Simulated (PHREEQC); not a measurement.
A solution holds 190 mmol/kgw CdCl2, 0.14 mmol/kgw NaOH and 0.56 mmol/kgw H2SO4, at 25 °C. Closed to the air; pH follows from the charge balance.

Computed with PHREEQC (ion-association model, wateq4f.dat).

```tsv
quantity	before	after
pH	3.11	3.04
ionic strength (mol/kgw)	0.196	0.00160
```

Problem. What was changed between the two runs?
A. NaOH from 0.00014 to 0.0007 mol/kgw
B. NaOH replaced by Na3PO4 at the same molality
C. CdCl2 left out
D. H2SO4 left out
E. CdCl2 from 0.19 to 0.209 mol/kgw

Solution. C, CdCl2 left out

No solid was allowed to form.
